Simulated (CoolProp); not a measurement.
Values from CoolProp's reference Helmholtz-energy equation of state, Thol 2019.

### Question
For n-hexane, give the phase and the speed of sound (m/s), viscosity (µPa s) at 128.15 °C and 1.25 bar; 128.15 °C and 4.28 bar.

### Answer
- 128.15 °C and 1.25 bar: gas; speed of sound 195, viscosity 8.40
- 128.15 °C and 4.28 bar: gas; speed of sound 178, viscosity 8.56

Viscosity comes from a separate model (Michailidou 2013).
